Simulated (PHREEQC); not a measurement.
Solution (20 °C): 9.5 mmol/kgw CaCl2, 30 mmol/kgw KCl and 0.25 mmol/kgw HCl. Closed to the air; pH follows from the charge balance.

Computed with PHREEQC (ion-association model, wateq4f.dat).

| Property | Value |
|---|---|
| pH | 3.67 |
| ionic strength | 0.0587 mol/kgw |
| total alkalinity | -0.250 meq/kg |

```json
[
 {"species": "Cl-", "molality": "0.0493", "activity": "0.0396", "log γ": "-0.095"},
 {"species": "K+", "molality": "0.0300", "activity": "0.0241", "log γ": "-0.095"},
 {"species": "Ca+2", "molality": "0.00950", "activity": "0.00433", "log γ": "-0.341"},
 {"species": "H+", "molality": "0.000250", "activity": "0.000212", "log γ": "-0.071"}
]
```

Precipitation was switched off in this run.
